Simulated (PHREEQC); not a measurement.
Solution (87 °C): 2.4 mmol/kgw (NH4)2SiF6 and 5.3 mmol/kgw NaHSO4. Closed to the air; pH follows from the charge balance.

The numbers come from PHREEQC with the ion-association model, wateq4f.dat.

This is a speciation only: nothing precipitates in the calculation.

Problem. Predict the pH, ionic strength.

Solution. pH 2.84; ionic strength 0.0156 mol/kgw.

Problem. In which forms is S present?

Solution. SO4-2 66 %, HSO4- 30 %, NH4SO4- 2.3 %, NaSO4- 1.4 % of the S.

Saturation is exceeded, for instance for Quartz (slow to form), Chalcedony (slow to form); the values hold only as long as no solid forms. Complexes and solids missing from the database can't appear. Constants without temperature data keep their 25 °C values here. SiF6-2 is the database's only silicon fluoride.
